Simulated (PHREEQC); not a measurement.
A solution holds 0.012 mol KH2PO4 and 0.092 mol HF per kg of water, at 74 °C. Closed to the air; pH follows from the charge balance.

Computed with PHREEQC (ion-association model, phreeqc.dat).

```json
[
 {"quantity": "pH", "before": "2.45", "after": "2.27"},
 {"quantity": "ionic strength (mol/kgw)", "before": "0.0160", "after": "0.0180"},
 {"quantity": "HF (mol/kgw)", "before": "0.0805", "after": "0.0779"},
 {"quantity": "F- (mol/kgw)", "before": "0.00675", "after": "0.00855"},
 {"quantity": "HF2- (mol/kgw)", "before": "0.00236", "after": "0.00279"}
]
```

Question: What was changed between the two runs?
(A) diluted 2-fold with water
(B) KH2PO4 left out
(C) temperature from 74 to 65 °C
(D) temperature from 74 to 40 °C
(E) KH2PO4 from 0.012 to 0.006 mol/kgw

Answer: D, temperature from 74 to 40 °C

No solid was allowed to form. Away from 25 °C the constants follow the database's enthalpies or fits; those with neither stay at their 25 °C values.
